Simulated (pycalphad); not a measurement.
Computed with pycalphad from the COST 507 light-alloy database (1999), at 1 atm. These are 1990s assessments: newer ones move some temperatures and phases. Amounts are mole fractions of atoms.

Task: Give the equilibrium state of Si-45Cu (at.%) at 1190 K.

Result: 
```
T = 1190.00 K, P = 101325 Pa, N = 1 mol of atoms
G = -53057 J/mol, H = 33121 J/mol, S = 72.42 J/(mol K)  (SER reference)
chemical potentials (J/mol): Si -39826, Cu -69229
phase             fraction      x(Si)      x(Cu)
LIQUID              0.7124     0.3683     0.6317
DIAMOND_A4          0.2876     1.0000       none
```

Task: Give the equilibrium state of Si-45Cu (at.%) at 830 K.

Result: CU19SI6_ETA, fraction 0.592, with 76.0 Cu at.%; DIAMOND_A4, fraction 0.408, with no Cu at.%.

Database names, with the compositions (at.%) that they take in these runs: CU19SI6_ETA: Cu 76 Si 24. DIAMOND_A4 is diamond (Si). An entry "none" or "no" means that the model of the phase leaves that element out.
